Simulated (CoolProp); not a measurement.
Vapour-liquid equilibrium of R113 (1) + benzene (2) at 339.9 K; x and y are mole fractions of (1).

Model: multi-fluid Helmholtz-energy mixture model, Marx 1992 and Thol 2012; pair parameters Bell 2016, in CoolProp.

Task: Give the bubble pressure and the first vapour's composition at x = 0.05, 0.35, 0.95. Is there an azeotrope?

Result: x = 0.05: 78.54 kPa, y = 0.196; x = 0.35: 126.0 kPa, y = 0.621; x = 0.95: 179.6 kPa, y = 0.970. No azeotrope shows between x = 0.05 and 0.95.

The pair parameters rest on a limited set of measurements; away from them the model extrapolates.
